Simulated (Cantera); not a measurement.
Charge: 1 mol SiF4, 21 mol H2O, 38 mol N2, at 0.100 bar.

Cantera equilibrium calculation (NASA polynomials, part measured and part estimated; ideal gas, pure solids and liquids). Candidate condensed phases: H2O, Si, SiO2, Si2N2O, Si3N4; 58 gas species. The tables hold silica as quartz up to 1696 K and as liquid above; real silica turns to tridymite and cristobalite and melts near 1996 K. Gases not in the tables: Si(OH)4. The numbers say what is thermodynamically allowed, not how fast it happens.

### Question
At 1825 K, list the 6 most abundant gas species with their mole fractions, and the condensed phases.

### Answer
N2 0.622, H2O 0.308, HF 0.0655, H2 0.00226, O2 0.000854, OH 0.000631. Condensed: SiO2(condensed).
